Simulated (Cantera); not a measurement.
Charge: 1 mol B₂O₃, 9.4 mol O₂, 0.0065 mol H₂, at 0.00120 bar.

Equilibrium computed with Cantera from the NASA thermochemical tables; the gas is ideal and each condensed phase is pure. Candidate condensed phases: B, B₂O₃, B₃O₃H₃, H₂O; 23 gas species. Equilibrium is a limit: real reactors are often held back by kinetics, nucleation or transport.

Which condensed phases are stable at each of these points (T (K)): 1323, 1423, 1523, 1623, 1723, 1823, 1923, 2023, 2123, 2223, 2323?


```json
[
 {"T (K)": "1323", "condensed phases": "B₂O₃(l)", "B condensed (%)": "99.2"},
 {"T (K)": "1423", "condensed phases": "B₂O₃(l)", "B condensed (%)": "95.9"},
 {"T (K)": "1523", "condensed phases": "B₂O₃(l)", "B condensed (%)": "70.3"},
 {"T (K)": "1623", "condensed phases": "gas only", "B condensed (%)": "0.0"},
 {"T (K)": "1723", "condensed phases": "gas only", "B condensed (%)": "0.0"},
 {"T (K)": "1823", "condensed phases": "gas only", "B condensed (%)": "0.0"},
 {"T (K)": "1923", "condensed phases": "gas only", "B condensed (%)": "0.0"},
 {"T (K)": "2023", "condensed phases": "gas only", "B condensed (%)": "0.0"},
 {"T (K)": "2123", "condensed phases": "gas only", "B condensed (%)": "0.0"},
 {"T (K)": "2223", "condensed phases": "gas only", "B condensed (%)": "0.0"},
 {"T (K)": "2323", "condensed phases": "gas only", "B condensed (%)": "0.0"}
]
```

From 1323 K to 1523 K the condensed part is B₂O₃(l). From 1623 K to 2323 K nothing is condensed.
